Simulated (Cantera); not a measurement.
Mixture: C₃H₈ : O₂ : N₂ : H₂O = 1 : 5.05 : 19 : 0.79 (molar parts), equivalence ratio 0.99, at 1.00 atm, adiabatic and at constant pressure. Ignition delay is the time to a rise of 400 K.

Detailed kinetics in Cantera: GRI-Mech 3.0 (53 species, 325 reactions). GRI-Mech 3.0 was tuned for natural gas; its chemistry of propane as a main component is partial and can be far from experiment.

Task: What does this change do: 0.59 parts H2 added?

Result: 
| quantity | before | after |
|---|---|---|
| delay at 1125 K | 32.6 ms | 16.8 ms |
| delay at 1225 K | 3.96 ms | 2.78 ms |
| delay at 1325 K | 0.689 ms | 0.558 ms |
| delay at 1425 K | 0.177 ms | 0.154 ms |
| delay at 1525 K | 63.5 µs | 57.9 µs |
| apparent activation energy between 1425 and 1525 K | 180 kJ/mol | 180 kJ/mol |
